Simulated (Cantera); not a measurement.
A Cantera script and what it prints.

```python
import numpy as np
import cantera as ct

gas_names = """
    AL ALCL ALCL2 ALCL3 ALN AL2 AL2CL6 CL CL2 N N2
""".split()
cond_names = """
    AL(cr) AL(L) ALCL3(s) ALCL3(L) ALN(s)
""".split()


def load(file, names, dense=False):
    # The tables refer to 1 bar. Condensed volumes are neglected.
    table = {s.name: s for s in ct.Species.list_from_file(file)}
    out = []
    for n in names:
        d = dict(table[n].input_data)
        d["thermo"] = dict(d["thermo"], **{"reference-pressure": 1e5})
        if dense:
            d["equation-of-state"] = {"model": "constant-volume", "density": "1e6 g/cm^3"}
        out.append(ct.Species.from_dict(d))
    return out


gas = ct.Solution(thermo="ideal-gas", species=load("nasa_gas.yaml", gas_names))
cond = {s.name: ct.Solution(thermo="fixed-stoichiometry", species=[s], name=s.name)
        for s in load("nasa_condensed.yaml", cond_names, dense=True)}
atoms = {
    'AlN': {'AL': 1, 'N': 1},
    'Cl2': {'CL': 2},
}
top_T = {'ALN(s)': 2750}  # K; cautious upper limits of use, not melting points


def equilibrate(T, P, feed):
    n = {}
    for name, mol in feed.items():
        for a, k in atoms[name].items():
            n[a] = n.get(a, 0.0) + k * mol
    gas.TPX = T, P, n
    mass = sum(n.values()) * gas.mean_molecular_weight
    gas.equilibrate("TP")
    valid = [c for c in cond.values() if c.min_temp <= T <= top_T.get(c.name, c.max_temp)]
    mix = ct.Mixture([(gas, mass / gas.mean_molecular_weight)] + [(c, 0.0) for c in valid])
    mix.T, mix.P = T, P
    mix.equilibrate("TP", solver="vcs", rtol=1e-11, max_steps=5000)
    return mix


results = []
feed = {'AlN': 1, 'Cl2': 0.1}  # mol
P = 870000  # Pa
for T in [798, 873, 948, 1023, 1098, 1173, 1248, 1323, 1398, 1473, 1548]:
    mix = equilibrate(T, P, feed)
    results.append((T, P, feed, dict(zip(mix.species_names, mix.species_moles))))
    x = sorted(zip(gas.X, gas.species_names), reverse=True)
    print(f"T = {T:g} K  P = {P:g} Pa  gas = {mix.phase_moles(0):.4g} mol")
    print("   x: " + "  ".join(f"{s} {v:.3e}" for v, s in x if v > 1e-05))
    print("   condensed (mol): " + ("  ".join(f"{mix.phase(i).name} {mix.phase_moles(i):.4g}"
          for i in range(1, mix.n_phases) if mix.phase_moles(i) > 1e-12) or "none"))
```

Result:

```
T = 798 K  P = 870000 Pa  gas = 0.07079 mol
   x: N2 4.709e-01  AL2CL6 4.126e-01  ALCL3 1.165e-01
   condensed (mol): ALN(s) 0.9333
T = 873 K  P = 870000 Pa  gas = 0.07508 mol
   x: N2 4.440e-01  AL2CL6 3.319e-01  ALCL3 2.241e-01
   condensed (mol): ALN(s) 0.9333
T = 948 K  P = 870000 Pa  gas = 0.08105 mol
   x: N2 4.112e-01  ALCL3 3.550e-01  AL2CL6 2.337e-01
   condensed (mol): ALN(s) 0.9333
T = 1023 K  P = 870000 Pa  gas = 0.08746 mol
   x: ALCL3 4.755e-01  N2 3.811e-01  AL2CL6 1.434e-01
   condensed (mol): ALN(s) 0.9333
T = 1098 K  P = 870000 Pa  gas = 0.09262 mol
   x: ALCL3 5.604e-01  N2 3.599e-01  AL2CL6 7.969e-02
   condensed (mol): ALN(s) 0.9333
T = 1173 K  P = 870000 Pa  gas = 0.0959 mol
   x: ALCL3 6.096e-01  N2 3.476e-01  AL2CL6 4.279e-02  ALCL2 1.565e-05
   condensed (mol): ALN(s) 0.9333
T = 1248 K  P = 870000 Pa  gas = 0.09772 mol
   x: ALCL3 6.354e-01  N2 3.411e-01  AL2CL6 2.337e-02  ALCL2 5.869e-05
   condensed (mol): ALN(s) 0.9333
T = 1323 K  P = 870000 Pa  gas = 0.09869 mol
   x: ALCL3 6.487e-01  N2 3.378e-01  AL2CL6 1.333e-02  ALCL2 1.865e-04
   condensed (mol): ALN(s) 0.9333
T = 1398 K  P = 870000 Pa  gas = 0.09923 mol
   x: ALCL3 6.555e-01  N2 3.360e-01  AL2CL6 7.995e-03  ALCL2 5.191e-04
   condensed (mol): ALN(s) 0.9333
T = 1473 K  P = 870000 Pa  gas = 0.09957 mol
   x: ALCL3 6.586e-01  N2 3.350e-01  AL2CL6 5.033e-03  ALCL2 1.294e-03  ALCL 2.191e-05
   condensed (mol): ALN(s) 0.9333
T = 1548 K  P = 870000 Pa  gas = 0.09983 mol
   x: ALCL3 6.592e-01  N2 3.344e-01  AL2CL6 3.307e-03  ALCL2 2.937e-03  ALCL 8.547e-05
   condensed (mol): ALN(s) 0.9332
```

Cantera equilibrium calculation (NASA polynomials, part measured and part estimated; ideal gas, pure solids and liquids). The tables' values for AlCl2 are old estimates; treat these amounts as uncertain.
